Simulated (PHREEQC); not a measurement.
Dissolve 14 mmol/kgw KOH, 0.66 mmol/kgw KNO3 and 0.15 mmol/kgw CuSO4 at 25 °C. Closed to the air; pH follows from the charge balance.

The numbers come from PHREEQC with the ion-association model, wateq4f.dat.

Precipitation was switched off in this run.

**Question.** Order these Cu species by the share of Cu that they hold, largest first: Cu(OH)3-, Cu(OH)2, Cu(OH)4-2.

**Answer.** Cu(OH)2 (90 %), Cu(OH)3- (7.4 %), Cu(OH)4-2 (2.6 %)

The pH is 12.08 and the ionic strength 0.0148 mol/kgw. Examples of supersaturated solids here: Cu(OH)2, Tenorite (slow to form). Others may be too. The database's constant for dissolved Cu(OH)2 is higher than later reviews accept.
